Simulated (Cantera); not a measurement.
An isothermal, constant-pressure homogeneous reactor starts with N₂O : O₂ = 1 : 0.17 (molar parts), at 1273 K and 1.01 bar. Integrator tolerance rtol = 1e-08.

Cantera simulation using GRI-Mech 3.0 (53 species, 325 reactions); the numbers are that mechanism's predictions, not measurements. GRI-Mech 3.0 was tuned for natural gas; its chemistry of N2O as a main component is partial and can be far from experiment. The mechanism lacks the step 2 NO + O2 → 2 NO2, which can matter for NO2 below about 1400 K. The temperature is held fixed by assumption; the heat of reaction is taken as removed at once.

**Question.** What does this change do: temperature 1273 to 1525 K?

**Answer.** 
```csv
quantity,before,after
x(N₂O) at 3.00 s,0.00872 (gas-phase equilibrium 2.36e-8),5.33e-6 (gas-phase equilibrium 8.90e-8)
x(O₂) at 3.00 s,0.368 (gas-phase equilibrium 0.401),0.338 (gas-phase equilibrium 0.400)
x(NO₂) at 3.00 s,0.000724 (gas-phase equilibrium 6.74e-6),0.000794 (gas-phase equilibrium 1.15e-5)
x(NO) at 3.00 s,0.0597 (gas-phase equilibrium 0.000401),0.126 (gas-phase equilibrium 0.00167)
x(N₂) at 3.00 s,0.563 (gas-phase equilibrium 0.599),0.536 (gas-phase equilibrium 0.598)
```

**Question.** What does this change do: pressure from 1.01 bar to 15.8 Torr?

**Answer.** 
```tsv
quantity	before	after
x(N₂O) at 3.00 s	0.00872 (gas-phase equilibrium 2.36e-8)	0.701 (gas-phase equilibrium 3.40e-9)
x(O₂) at 3.00 s	0.368 (gas-phase equilibrium 0.401)	0.184 (gas-phase equilibrium 0.401)
x(NO₂) at 3.00 s	0.000724 (gas-phase equilibrium 6.74e-6)	4.11e-6 (gas-phase equilibrium 9.71e-7)
x(NO) at 3.00 s	0.0597 (gas-phase equilibrium 0.000401)	0.0147 (gas-phase equilibrium 0.000401)
x(N₂) at 3.00 s	0.563 (gas-phase equilibrium 0.599)	0.100 (gas-phase equilibrium 0.599)
```
Radical loss at walls, strong at low pressure, is not modelled.
